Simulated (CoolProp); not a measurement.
A single-stage vapour-compression cycle with the fluid: evaporating at 197.15 K (dew point), condensing at 242.15 K (bubble point), superheat 8 K, subcooling 5 K, compressor efficiency 0.7, no pressure losses. The same conditions are run with several fluids, on thermodynamics alone (safety and materials aside).

Computed with CoolProp (reference Helmholtz-energy equation of state of each fluid (propane: Lemmon 2009; CH3F (R41): Lemmon 2006; hydrogen sulfide: Lemmon 2006; CH2F2 (R32): Tillner-Roth 1997; nitrous oxide: Lemmon 2006)).

| fluid | cooling COP | pressure ratio | discharge temperature (K) | refrigerating effect (kJ/kg) | volumetric capacity (kJ/m³) |
|---|---|---|---|---|---|
| propane | 2.65 | 9.54 | 304.4 | 381 | 168 |
| CH3F (R41) | 2.45 | 6.88 | 360.7 | 408 | 976 |
| hydrogen sulfide | 2.45 | 8.63 | 406.2 | 492 | 423 |
| CH2F2 (R32) | 2.47 | 10.7 | 378.7 | 349 | 265 |
| nitrous oxide | 2.42 | 6.30 | 352.9 | 295 | 1600 |
